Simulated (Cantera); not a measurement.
Feed: 1 mol CH3Cl, 4.6 mol H2, equilibrated at 3450 K and 10.0 mbar.

Method: chemical equilibrium by Gibbs-energy minimisation in Cantera with the NASA 1993 tables (ideal gas, pure condensed phases). Candidate condensed phases: C, C6H6, C7H8, C8H18; 91 gas species. Rates play no part.

Base state: H 0.850, Cl 0.0710, C 0.0340, H2 0.0261, C3 0.00853, C2 0.00581, HCl 0.00328, C2H 0.00130 (mole fractions); condensed: gas only.

Question: What changes in the equilibrium state with this change: temperature from 3450 K to 623.15 K?

Answer: 
```json
[
 {"species": "H2", "before": "0.0261", "after": "0.643"},
 {"species": "CH4", "before": "<1e-9", "after": "0.179"},
 {"species": "HCl", "before": "0.00328", "after": "0.179"},
 {"species": "H", "before": "0.850", "after": "<1e-9"},
 {"species": "Cl", "before": "0.0710", "after": "<1e-9"},
 {"species": "C", "before": "0.0340", "after": "<1e-9"},
 {"species": "C3", "before": "0.00853", "after": "<1e-9"},
 {"species": "C2", "before": "0.00581", "after": "<1e-9"},
 {"species": "C2H", "before": "0.00130", "after": "<1e-9"}
]
```

Question: What changes in the equilibrium state with this change: temperature from 3450 K to 2325 K?

Answer: 
```
species            before    after
----------------  -------  -------
H2                 0.0261    0.757
HCl               0.00328    0.131
H                   0.850   0.0957
C                  0.0340  1.25e-6
Cl                 0.0710   0.0119
C2                0.00581  2.36e-7
C4                1.45e-5    <1e-9
C5                1.35e-5  3.47e-9
C(graphite), mol        0    0.948
```
